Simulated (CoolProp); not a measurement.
Properties of CH3F (R41) along the isotherm 343.2 K (Tc = 317.3 K, pc = 5.906 MPa, ω = 0.200).

The numbers come from the reference Helmholtz-energy equation of state, Lemmon 2006 in CoolProp. It is a short technical equation, of lower accuracy than the large ones.

| p (MPa) | phase | Z | cp (kJ/(kg K)) | isothermal compressibility (1/MPa) | expansivity (1/kK) |
|---|---|---|---|---|---|
| 1.48 | gas | 0.9215 | 1.343 | 0.7351 | 3.795 |
| 2.95 | gas | 0.8379 | 1.573 | 0.4096 | (withheld) |
| 4.43 | gas | 0.7460 | 1.938 | 0.3134 | 7.240 |
| 5.91 | supercritical | 0.6428 | 2.596 | 0.2853 | 11.22 |
| 7.38 | supercritical | 0.5242 | 4.001 | 0.3015 | 19.90 |
| 8.86 | supercritical | 0.3959 | 6.449 | 0.3031 | 34.53 |
| 10.3 | supercritical | 0.3313 | 5.598 | 0.1507 | 26.30 |
| 11.8 | supercritical | 0.3248 | 4.232 | 0.07158 | 16.28 |
| 13.3 | supercritical | 0.3368 | 3.570 | 0.04367 | (withheld) |
| 14.8 | supercritical | 0.3548 | 3.205 | (withheld) | 9.341 |

Complete the blanks.


- 2.95, expansivity (1/kK): 5.100
- 13.3, expansivity (1/kK): 11.73
- 14.8, isothermal compressibility (1/MPa): 0.03088

The peak of cp marks the crossing from liquid-like to gas-like fluid above the critical point.
